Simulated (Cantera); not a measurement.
Cantera run:

```python
import numpy as np
import cantera as ct

gas_names = """
    H H2 Si SiH SiH2 SiH3 SiH4 Si2 Si3
""".split()
cond_names = """
    Si(cr) Si(L)
""".split()


# ... load() reads the species with a 1 bar reference pressure and builds the phases ...
atoms = {
    'Si3H8': {'Si': 3, 'H': 8},
    'H2': {'H': 2},
}
top_T = {}  # K; cautious upper limits of use, not melting points


# ... equilibrate(T, P, feed) seeds the gas with the atoms and calls Mixture.equilibrate('TP', solver="vcs", rtol=1e-11, max_steps=5000) ...
results = []
feed = {'Si3H8': 1, 'H2': 190}  # mol
T = 1550  # K
P = 10000  # Pa
mix = equilibrate(T, P, feed)
results.append((T, P, feed, dict(zip(mix.species_names, mix.species_moles))))
print(gas.report(threshold=1e-06))
for i in range(1, mix.n_phases):
    print(f"{mix.phase(i).name:16s} {mix.phase_moles(i):12.5e} mol")
```

Output:

```
       temperature   1550 K
          pressure   10000 Pa
           density   0.0015643 kg/m^3
  mean mol. weight   2.016 kg/kmol
   phase of matter   gas

                          1 kg             1 kmol
                     ---------------   ---------------
          enthalpy        1.8838e+07        3.7978e+07  J
   internal energy        1.2446e+07        2.5091e+07  J
           entropy             98765        1.9911e+05  J/K
    Gibbs function       -1.3425e+08       -2.7064e+08  J
 heat capacity c_p             16149             32557  J/K
 heat capacity c_v             12025             24242  J/K

                      mass frac. Y      mole frac. X     chem. pot. / RT
                     ---------------   ---------------   ---------------
                 H        4.9796e-05        9.9591e-05           -10.501
                H2            0.9999            0.9999           -21.001
              SiH2        4.1693e-05        2.7923e-06           -25.669
     [   +6 minor]        1.0482e-05        7.2521e-07

Si(cr)            2.99932e+00 mol
```

Cantera equilibrium calculation (NASA polynomials, part measured and part estimated; ideal gas, pure solids and liquids). The feed counts by its element totals alone.
